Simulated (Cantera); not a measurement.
What does this Cantera script print?

```python
import numpy as np
import cantera as ct

gas = ct.Solution("h2o2.yaml")
gas.TPX = 725, 1100000, {'H2': 1, 'O2': 0.417, 'N2': 1.57}
inlet = ct.Reservoir(gas, clone=True)
gas.equilibrate("HP")  # start burning
reactor = ct.IdealGasConstPressureReactor(gas, energy="on", clone=False)
exhaust = ct.Reservoir(gas, clone=True)
tau = [0.29, 0.12, 0.05, 0.02, 0.0084, 0.0035, 0.0014, 0.00059, 0.00024, 0.0001][0]
for a, b in ((inlet, reactor), (reactor, exhaust)):
    ct.MassFlowController(a, b, mdot=lambda t: reactor.mass / tau)
net = ct.ReactorNet([reactor])
show = ['H2', 'O2', 'H2O2', 'H2O', 'O', 'OH', 'H']

rows = []
print(f"{'tau/s':>10s}{'T/K':>9s}" + "".join(f"{s:>11s}" for s in show))
for tau in [0.29, 0.12, 0.05, 0.02, 0.0084, 0.0035, 0.0014, 0.00059, 0.00024, 0.0001]:
    net.initial_time = 0.0
    net.advance(30 * tau)
    before = gas.X
    net.advance(40 * tau)
    drift = np.max(np.abs(gas.X - before) / (gas.X + 1e-9))
    rows.append([gas.T, *gas[show].X, drift])
    print(f"{tau:10.3e}{gas.T:9.1f}" + "".join(f"{x:11.3e}" for x in gas[show].X))
```

It prints:

```
     tau/s      T/K         H2         O2       H2O2        H2O          O         OH          H
 2.900e-01   2690.5  6.577e-02  4.206e-04  2.222e-07  3.165e-01  2.158e-04  5.208e-03  4.274e-03
 1.200e-01   2690.5  6.577e-02  4.218e-04  2.225e-07  3.165e-01  2.161e-04  5.211e-03  4.277e-03
 5.000e-02   2690.3  6.578e-02  4.248e-04  2.234e-07  3.165e-01  2.169e-04  5.219e-03  4.285e-03
 2.000e-02   2690.0  6.579e-02  4.324e-04  2.256e-07  3.164e-01  2.188e-04  5.241e-03  4.306e-03
 8.400e-03   2689.1  6.583e-02  4.497e-04  2.307e-07  3.163e-01  2.233e-04  5.289e-03  4.353e-03
 3.500e-03   2687.1  6.591e-02  4.905e-04  2.426e-07  3.161e-01  2.339e-04  5.403e-03  4.464e-03
 1.400e-03   2682.3  6.611e-02  5.905e-04  2.716e-07  3.154e-01  2.605e-04  5.676e-03  4.734e-03
 5.900e-04   2672.5  6.653e-02  7.981e-04  3.310e-07  3.142e-01  3.182e-04  6.216e-03  5.286e-03
 2.400e-04   2652.4  6.739e-02  1.238e-03  4.511e-07  3.116e-01  4.492e-04  7.254e-03  6.420e-03
 1.000e-04   2618.1  6.888e-02  2.036e-03  6.475e-07  3.072e-01  7.088e-04  8.840e-03  8.382e-03
```

Cantera simulation using the H2/O2 subset of GRI-Mech 3.0, which has no nitrogen chemistry; the numbers are that mechanism's predictions, not measurements. The hydrogen kinetics of GRI-Mech 3.0 are dated; newer H2 mechanisms differ, most at raised pressure.
